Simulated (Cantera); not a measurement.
Feed: 1 mol SiC, 1.3 mol H2O, 380 mol N2, 0.0056 mol O2, at 1.00 bar.

Cantera equilibrium calculation (NASA polynomials, part measured and part estimated; ideal gas, pure solids and liquids). Candidate condensed phases: C, C6H6, C7H8, C8H18, H2O, Si, SiC, SiO2, Si2N2O, Si3N4; 151 gas species. N2 is the only nitrogen source here; it is nearly inert below about 1500 K, so the nitride shown seldom forms there in practice. Mutual solubility and eutectic melting of coexisting phases are not modelled. Rates play no part.

log p: log10 of the partial pressure in bar; n: condensed amount in mol.

| T (K) | log p N2 | log p H2 | log p CO | log p HCN | n C(graphite) | n SiO2(β-quartz) | n Si2N2O(s) |
|---|---|---|---|---|---|---|---|
| 925 | 0.00 | -2.47 | -4.18 | -7.08 | 0.974 | 0.524 | 0.238 |
| 975 | 0.00 | -2.47 | ___ | ___ | 0.916 | ___ | 0.257 |
| 1025 | 0.00 | -2.47 | -3.20 | -6.35 | 0.757 | 0.379 | 0.311 |
| 1075 | 0.00 | -2.47 | -2.78 | -6.03 | 0.359 | 0.114 | 0.443 |
| 1125 | 0.00 | -2.47 | -2.67 | ___ | 0.188 | 0 | 0.500 |
| 1175 | 0.00 | -2.47 | -2.67 | -5.49 | 0.188 | 0 | 0.500 |
| 1225 | 0.00 | -2.47 | -2.67 | -5.25 | 0.187 | 0 | 0.500 |

Problem. Fill in the missing entries.

Solution. 
- 1125, log p HCN: -5.75
- 975, log p CO: -3.66
- 975, log p HCN: -6.70
- 975, n SiO2(β-quartz): 0.485
